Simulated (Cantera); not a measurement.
What does this Cantera script print?

```python
import numpy as np
import cantera as ct

gas = ct.Solution("gri30.yaml")
gas.TPX = 2250, 29000, {'CH4': 0.044, 'H2': 1, 'H': 0.0037}
inlet = ct.Reservoir(gas, clone=True)

reactor = ct.IdealGasConstPressureReactor(gas, energy="off", clone=False)
exhaust = ct.Reservoir(gas, clone=True)
tau = [0.47, 0.29, 0.18, 0.11, 0.066, 0.04, 0.025, 0.015, 0.0092][0]
for a, b in ((inlet, reactor), (reactor, exhaust)):
    ct.MassFlowController(a, b, mdot=lambda t: reactor.mass / tau)
net = ct.ReactorNet([reactor])
show = ['CH4', 'H2', 'H', 'C2H4', 'C2H', 'CH2']

rows = []
print(f"{'tau/s':>10s}{'T/K':>9s}" + "".join(f"{s:>11s}" for s in show))
for tau in [0.47, 0.29, 0.18, 0.11, 0.066, 0.04, 0.025, 0.015, 0.0092]:
    net.initial_time = 0.0
    net.advance(30 * tau)
    before = gas.X
    net.advance(40 * tau)
    drift = np.max(np.abs(gas.X - before) / (gas.X + 1e-9))
    rows.append([gas.T, *gas[show].X, drift])
    print(f"{tau:10.3e}{gas.T:9.1f}" + "".join(f"{x:11.3e}" for x in gas[show].X))
```

Output:

```
     tau/s      T/K        CH4         H2          H       C2H4        C2H        CH2
 4.700e-01   2250.0  5.215e-04  9.661e-01  1.350e-02  1.095e-05  1.090e-05  2.791e-06
 2.900e-01   2250.0  6.557e-04  9.661e-01  1.344e-02  1.103e-05  1.080e-05  3.461e-06
 1.800e-01   2250.0  8.291e-04  9.661e-01  1.335e-02  1.118e-05  1.068e-05  4.299e-06
 1.100e-01   2250.0  1.064e-03  9.660e-01  1.323e-02  1.143e-05  1.051e-05  5.384e-06
 6.600e-02   2250.0  1.386e-03  9.660e-01  1.308e-02  1.188e-05  1.028e-05  6.792e-06
 4.000e-02   2250.0  1.804e-03  9.659e-01  1.289e-02  1.263e-05  1.000e-05  8.500e-06
 2.500e-02   2250.0  2.321e-03  9.658e-01  1.267e-02  1.379e-05  9.673e-06  1.044e-05
 1.500e-02   2250.0  3.064e-03  9.656e-01  1.239e-02  1.586e-05  9.237e-06  1.296e-05
 9.200e-03   2250.0  4.006e-03  9.653e-01  1.207e-02  1.914e-05  8.732e-06  1.578e-05
```

Model: GRI-Mech 3.0 (53 species, 325 reactions), integrated in Cantera. GRI-Mech 3.0 stops at C3 and has no aromatics, soot or wall deposition, so with more carbon than oxygen in the feed, carbon stays in small species such as C2H2 where larger ones or solid carbon would form.
